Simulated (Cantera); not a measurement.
An adiabatic, constant-pressure homogeneous reactor starts with H₂ : O₂ : N₂ = 1 : 0.694 : 2.61 (molar parts), equivalence ratio 0.72, at 1375 K and 0.296 atm. Integrator tolerance rtol = 1e-08.

Computed with Cantera and GRI-Mech 3.0 (53 species, 325 reactions).

What does this change do: constant volume in place of constant pressure?


```json
[
 {"quantity": "time of steepest temperature rise", "before": "67.7 µs", "after": "67.1 µs"},
 {"quantity": "temperature at 0.100 s", "before": "2606 K", "after": "2744 K"},
 {"quantity": "equilibrium temperature", "before": "2606 K", "after": "2744 K"},
 {"quantity": "x(H₂) at 0.100 s", "before": "0.0186 (gas-phase equilibrium 0.0186)", "after": "0.0236 (gas-phase equilibrium 0.0236)"},
 {"quantity": "x(O₂) at 0.100 s", "before": "0.0442 (gas-phase equilibrium 0.0442)", "after": "0.0431 (gas-phase equilibrium 0.0431)"},
 {"quantity": "x(NO₂) at 0.100 s", "before": "2.32e-6 (gas-phase equilibrium 2.32e-6)", "after": "3.33e-6 (gas-phase equilibrium 3.33e-6)"},
 {"quantity": "x(N₂O) at 0.100 s", "before": "3.23e-7 (gas-phase equilibrium 3.23e-7)", "after": "5.31e-7 (gas-phase equilibrium 5.31e-7)"},
 {"quantity": "x(NO) at 0.100 s", "before": "0.0116 (gas-phase equilibrium 0.0116)", "after": "0.0141 (gas-phase equilibrium 0.0141)"},
 {"quantity": "x(OH) at 0.100 s", "before": "0.0269 (gas-phase equilibrium 0.0269)", "after": "0.0326 (gas-phase equilibrium 0.0326)"}
]
```
